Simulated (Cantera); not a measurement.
Input (Python, Cantera):

```python
import numpy as np
import cantera as ct

gas = ct.Solution("gri30.yaml")
gas.TPX = 1250, 700, {'H2': 0.043, 'O2': 1}
reactor = ct.IdealGasConstPressureReactor(gas, energy="off", clone=False)
net = ct.ReactorNet([reactor])
net.rtol, net.atol = 1e-08, 1e-18
show = ['H2', 'O2', 'H2O2', 'O', 'H']
times = np.geomspace(1e-06, 30, 13)

steps = ct.SolutionArray(gas, extra=["t"])
rows = []
print(f"{'t/s':>10s}{'T/K':>9s}{'P/Pa':>11s}" + "".join(f"{s:>11s}" for s in show))
for t in times:
    while net.time < t:
        t_next = net.step()
        steps.append(gas.state, t=t_next)
    rows.append([np.interp(t, steps.t, y) for y in (steps.T, steps.P, *steps(*show).X.T)])
    print(f"{t:10.3e}{rows[-1][0]:9.1f}{rows[-1][1]:11.4g}" + "".join(f"{x:11.3e}" for x in rows[-1][2:]))
rate = np.gradient(steps.T, steps.t)
print("integrator steps:", len(steps.t))
if steps.T.max() > steps.T[0] + 200:
    print(f"time of steepest temperature rise: {steps.t[rate.argmax()]:.4e} s")
gas.TPX = 1250, 700, {'H2': 0.043, 'O2': 1}
gas.equilibrate("TP")
print(f"equilibrium (TP): T = {gas.T:.1f} K  " + "  ".join(f"{s} {gas[s].X[0]:.3e}" for s in show))
```

Output:

```
       t/s      T/K       P/Pa         H2         O2       H2O2          O          H
 1.000e-06   1250.0        700  4.123e-02  9.588e-01  6.364e-17  3.561e-13  4.689e-11
 4.198e-06   1250.0        700  4.123e-02  9.588e-01  1.115e-15  6.127e-12  1.923e-10
 1.763e-05   1250.0        700  4.123e-02  9.588e-01  1.966e-14  1.006e-10  7.364e-10
 7.401e-05   1250.0        700  4.123e-02  9.588e-01  3.450e-13  1.389e-09  2.356e-09
 3.107e-04   1250.0        700  4.123e-02  9.588e-01  6.046e-12  1.670e-08  8.973e-09
 1.305e-03   1250.0        700  4.123e-02  9.588e-01  1.047e-10  1.069e-06  4.054e-07
 5.477e-03   1250.0        700  2.417e-03  9.273e-01  7.182e-08  2.553e-02  6.917e-03
 2.300e-02   1250.0        700  5.592e-04  9.268e-01  3.520e-08  2.783e-02  4.742e-03
 9.655e-02   1250.0        700  4.093e-04  9.359e-01  3.528e-08  1.975e-02  2.864e-03
 4.054e-01   1250.0        700  1.422e-04  9.504e-01  3.025e-08  6.579e-03  5.576e-04
 1.702e+00   1250.0        700  1.690e-05  9.569e-01  1.442e-08  7.689e-04  2.241e-05
 7.145e+00   1250.0        700  1.445e-06  9.578e-01  3.697e-09  6.565e-05  5.605e-07
 3.000e+01   1250.0        700  1.663e-07  9.579e-01  7.594e-10  7.576e-06  2.199e-08
integrator steps: 1689
equilibrium (TP): T = 1250.0 K  H2 1.785e-08  O2 9.579e-01  H2O2 1.270e-10  O 8.150e-07  H 7.770e-10
```

Detailed kinetics in Cantera: GRI-Mech 3.0 (53 species, 325 reactions). Radical loss at walls, strong at low pressure, is not modelled. The temperature is held fixed by assumption; the heat of reaction is taken as removed at once.
